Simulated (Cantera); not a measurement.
## Thermodynamics of chlorosilane synthesis and conversion, feed Si + Cl2 + H2

Charge: 1 mol Si, 1.8 mol Cl2, 2.9 mol H2, at 600 K.

Cantera equilibrium calculation (NASA polynomials, part measured and part estimated; ideal gas, pure solids and liquids). Candidate condensed phases: Si; 19 gas species. The numbers say what is thermodynamically allowed, not how fast it happens.

From 0.100 bar to 0.980 bar the condensed part is Si(s). From 3.10 bar to 30.0 bar nothing is condensed. The main Si-bearing gas is SiCl4 throughout.

| P (Pa) | x H2 | x SiCl4 | x SiHCl3 | x SiH2Cl2 | x HCl | n Si(s) |
|---|---|---|---|---|---|---|
| 10000 | 0.745 | 0.198 | 0.0564 | 0.000806 | 7.18e-5 | 0.0458 |
| 31000 | 0.740 | 0.187 | 0.0715 | 0.00137 | 5.32e-5 | 0.0308 |
| 98000 | 0.734 | 0.174 | 0.0899 | 0.00233 | 3.90e-5 | 0.0122 |
| 310000 | 0.730 | 0.165 | 0.102 | 0.00314 | 3.26e-5 | 0 |
| 960000 | 0.730 | 0.165 | 0.102 | 0.00314 | 3.26e-5 | 0 |
| 3000000 | 0.730 | 0.165 | 0.102 | 0.00314 | 3.26e-5 | 0 |
x: gas mole fraction; n: condensed amount in mol.
